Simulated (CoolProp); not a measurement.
Sulfur dioxide at 298.15 K and 0.65 MPa is throttled through a valve to 0.39 MPa with no heat exchange. Each further row changes one setting.

Model: reference Helmholtz-energy equation of state, Gao 2016, in CoolProp.

```tsv
case	temperature change (K)	final phase	final density (kg/m³)
as stated	(withheld)	two-phase, vapour fraction 0.001	(withheld)
outlet pressure 0.117 MPa	-31.7	two-phase, vapour fraction 0.113	30.2
outlet pressure 0.507 MPa	+0.0	(withheld)	1370
```

### Question
Fill in the missing entries.

### Answer

- as stated, temperature change (K): -0.2
- as stated, final density (kg/m³): 1240
- outlet pressure 0.507 MPa, final phase: liquid
